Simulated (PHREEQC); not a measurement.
## Brine: speciation

Solution (25 °C): 74 mmol/kgw LiBr, 30 mmol/kgw KCl and 0.028 mmol/kgw H4SiO4. Closed to the air; pH follows from the charge balance.

Model: ion-association model, wateq4f.dat, run in PHREEQC.

| Item | Value |
|---|---|
| pH | 6.91 |
| ionic strength | 0.104 mol/kgw |

| species | molality | activity | log γ |
|---|---|---|---|
| Br- | 0.0740 | 0.0576 | -0.108 |
| Li+ | 0.0740 | 0.0587 | -0.101 |
| Cl- | 0.0300 | 0.0228 | -0.118 |
| K+ | 0.0300 | 0.0228 | -0.118 |
| H4SiO4 | 2.80e-5 | 2.86e-5 | 0.010 |
| H+ | 1.51e-7 | 1.24e-7 | -0.084 |
| OH- | 1.06e-7 | 8.05e-8 | -0.120 |
| H3SiO4- | 4.44e-8 | 3.40e-8 | -0.116 |

This is a speciation only: nothing precipitates in the calculation.
